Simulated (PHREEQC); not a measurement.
0.01 mol of Bromyrite (AgBr) is brought to equilibrium with 1 kg of water holding 0.001 mol/kgw NaCl, at 25 °C, the pH being set by adding NaOH or HCl. Oxygen is held at 0.21 atm. No CO2 enters from the air. Only these solids could form: Bromyrite, Cerargyrite, Ag2O.

Equilibrium calculation in PHREEQC: ion-association model, wateq4f.dat.

```csv
pH,dissolved Ag (mol/kgw),dissolved Br (mol/kgw),Cerargyrite (mol),Ag(OH)2- (mol/kgw)
4,5.51e-7,3.33e-6,2.78e-6,0
4.45,5.60e-7,3.13e-6,2.57e-6,0
4.9,5.63e-7,3.06e-6,2.50e-6,0
5.35,5.64e-7,3.03e-6,2.47e-6,0
5.8,5.65e-7,3.03e-6,2.46e-6,0
6.25,5.65e-7,3.02e-6,2.46e-6,0
6.7,5.65e-7,3.02e-6,2.46e-6,0
7.15,5.65e-7,3.02e-6,2.46e-6,0
7.6,5.65e-7,3.02e-6,2.46e-6,0
8.05,5.65e-7,3.02e-6,2.46e-6,0
8.5,5.65e-7,3.02e-6,2.46e-6,1.92e-14
8.95,5.65e-7,3.02e-6,2.45e-6,1.52e-13
9.4,5.66e-7,3.02e-6,2.45e-6,1.21e-12
9.85,5.67e-7,3.02e-6,2.45e-6,9.62e-12
10.3,5.70e-7,3.02e-6,2.45e-6,7.68e-11
10.75,5.79e-7,3.02e-6,2.44e-6,6.16e-10
11.2,6.08e-7,3.02e-6,2.41e-6,5.02e-9
11.65,7.11e-7,3.02e-6,2.31e-6,4.19e-8
12.1,1.22e-6,3.01e-6,1.80e-6,3.63e-7
12.55,3.75e-6,3.75e-6,0,2.63e-6
13,1.00e-5,1.00e-5,0,9.11e-6
```

Cerargyrite from the start, last present at pH = 12.1.
